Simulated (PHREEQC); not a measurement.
A column of 0.1 m (30 cells, dispersivity 0.005 m, 720 s a shift, diffusion coefficient 3e-10 m²/s) holds 0.035 eq of the database's cation exchanger X per kg of pore water, first in equilibrium with 0.00065 mol ZnSO4, 0.079 mol Na2SO4 and 1e-05 mol HCl per kg of water. It is flushed with 37 mmol/kgw KCl and 0.01 mmol/kgw HCl, at 25 °C. Values are for the last cell. CO2 from the air is kept out. Nothing may precipitate in this run.

Equilibrium calculation in PHREEQC: ion-association model, phreeqc.dat.

Problem. Predict K in solution (mol/kgw), S in solution (mol/kgw), Na in solution (mol/kgw), Zn in solution (mol/kgw) at pore volumes = 1.883, 3.483.

Solution. 
```
pore volumes  K in solution (mol/kgw)  S in solution (mol/kgw)  Na in solution (mol/kgw)  Zn in solution (mol/kgw)
------------  -----------------------  -----------------------  ------------------------  ------------------------
1.883                          0.0206                  0.00111                    0.0176                  0.000258
3.483                          0.0363                  5.12e-7                   3.16e-5                  0.000314
```

Complexes and solids missing from the database can't appear.
